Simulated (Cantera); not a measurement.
A perfectly stirred reactor is fed with H₂ : O₂ : N₂ = 1 : 0.312 : 1.17 (molar parts), equivalence ratio 1.6, at 9000 Torr; it is adiabatic with a 750 K inlet, and is followed from long to short residence time, starting on the burning branch (τ in s: 0.47, 0.17, 0.065, 0.024, 0.0089, 0.0033, 0.0012, 0.00045, 0.00017, 6.2e-05, 2.3e-05).

Detailed kinetics in Cantera: the H2/O2 subset of GRI-Mech 3.0, which has no nitrogen chemistry. The hydrogen kinetics of GRI-Mech 3.0 are dated; newer H2 mechanisms differ, most at raised pressure. The pressure lies above the range GRI-Mech 3.0 was tuned for (to about 10 atm).

x: mole fraction; the columns are a selection and need not sum to one.

| τ (s) | T (K) | x H₂ | x O₂ | x H₂O₂ | x OH | x HO₂ | x O |
|---|---|---|---|---|---|---|---|
| 0.47 | 2563 | 0.172 | 1.52e-5 | 3.08e-8 | 0.00147 | 4.11e-8 | 2.21e-5 |
| 0.17 | 2563 | 0.172 | 1.57e-5 | 3.10e-8 | 0.00147 | 4.16e-8 | 2.21e-5 |
| 0.065 | 2563 | 0.172 | 1.69e-5 | 3.14e-8 | 0.00147 | 4.27e-8 | 2.23e-5 |
| 0.024 | 2562 | 0.172 | 2.03e-5 | 3.26e-8 | 0.00149 | 4.58e-8 | 2.27e-5 |
| 0.0089 | 2561 | 0.172 | 2.90e-5 | 3.58e-8 | 0.00152 | 5.43e-8 | 2.39e-5 |
| 0.0033 | 2559 | 0.171 | 5.09e-5 | 4.41e-8 | 0.00161 | 7.74e-8 | 2.70e-5 |
| 0.0012 | 2553 | 0.171 | [?] | [?] | [?] | [?] | [?] |
| 0.00045 | 2541 | 0.171 | 0.000209 | 1.16e-7 | 0.00229 | 3.24e-7 | 5.70e-5 |
| 0.00017 | 2519 | 0.170 | [?] | [?] | [?] | [?] | [?] |
| 6.2e-5 | 2479 | 0.169 | 0.000795 | 4.22e-7 | 0.00441 | 2.23e-6 | 0.000238 |
| 2.3e-5 | 2418 | 0.167 | 0.00153 | 7.20e-7 | 0.00610 | 5.54e-6 | 0.000510 |

Problem. What belongs in the gaps?

Solution. 
- 0.0012, x O₂: 0.000103
- 0.0012, x H₂O₂: 6.58e-8
- 0.0012, x OH: 0.00183
- 0.0012, x HO₂: 1.43e-7
- 0.0012, x O: 3.55e-5
- 0.00017, x O₂: 0.000407
- 0.00017, x H₂O₂: 2.22e-7
- 0.00017, x OH: 0.00311
- 0.00017, x HO₂: 8.29e-7
- 0.00017, x O: 0.000110
